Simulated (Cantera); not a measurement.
## Diamond growth

A diamond (100) surface in a fixed gas of H2 with x(CH4) = 0.0047, x(H) = 0.00026, x(CH3) = 0.00013, 19000 Pa; coverages are run to steady state.

Model: the Harris–Goodwin 1993 mechanism for the reconstructed diamond (100) surface, integrated in Cantera.

```tsv
T (K)	growth (µm/h)	θ c6HH	θ c6H*	θ c6*H	θ c6**	θ c6HM
950	6.39	0.474	0.0100	0.238	0.00362	0.211
1025	7.56	0.490	0.0162	0.309	0.00615	0.127
1100	5.13	0.514	0.0241	0.381	0.00903	0.0464
1175	2.33	0.520	0.0311	0.419	0.0110	0.0103
1250	1.27	0.523	0.0364	0.424	0.0116	0.00201
1325	0.862	0.535	0.0401	0.411	0.0113	0.000407
1400	0.439	0.558	0.0424	0.388	0.0105	8.91e-5
```
θ: site fractions in the mechanism's names (c6HH fully hydrogenated, c6H* and c6*H radical sites, c6** diradical, c6HM methylated).
